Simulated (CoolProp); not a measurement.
A single-stage vapour-compression cycle with R410A: evaporating at 259.15 K (dew point), condensing at 326.15 K (bubble point), superheat 8 K, subcooling 5 K, compressor efficiency 0.6, no pressure losses. Each further row changes one setting.

The numbers come from the reference Helmholtz-energy equation of state, Lemmon 2003 in CoolProp. It is a pseudo-pure fit of the blend.

| case | cooling COP | pressure ratio | discharge temperature (K) | refrigerating effect (kJ/kg) | volumetric capacity (kJ/m³) |
|---|---|---|---|---|---|
| as stated | 1.52 | 6.61 | 394.9 | 143 | 2610 |
| evaporating temperature 264.15 K | 1.72 | 5.55 | 388.7 | 146 | 3140 |
| condensing temperature 321.15 K | ___ | 5.89 | 386.7 | 153 | 2780 |
| subcooling 10 K | 1.63 | 6.61 | 394.9 | 153 | 2790 |
| superheat 18 K | ___ | 6.61 | 407.9 | 153 | 2630 |
| compressor efficiency 0.5 | 1.27 | 6.61 | ___ | 143 | 2610 |

Problem. Fill in the missing entries.

Solution. 
- condensing temperature 321.15 K, cooling COP: 1.73
- superheat 18 K, cooling COP: 1.53
- compressor efficiency 0.5, discharge temperature (K): 411.2
